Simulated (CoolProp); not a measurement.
The numbers come from the reference Helmholtz-energy equation of state, Gao 2022 in CoolProp.

### Question
For n-perfluorohexane, give the phase and the Z, cv (kJ/(kg K)), fugacity coefficient at 328.6 K and 2.1 MPa.

### Answer
- 328.6 K and 2.1 MPa: liquid; Z 0.163, cv 0.893, fugacity coefficient 0.0503
